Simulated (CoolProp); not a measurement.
Computed with CoolProp (reference Helmholtz-energy equation of state, Lemmon 2009).

Problem. For propane, give the phase and the Joule-Thomson coefficient (K/MPa) at 28.05 °C and 25100 kPa; 175.75 °C and 520 kPa.

Solution. 
- 28.05 °C and 25100 kPa: liquid; Joule-Thomson coefficient -0.335
- 175.75 °C and 520 kPa: gas; Joule-Thomson coefficient 5.30
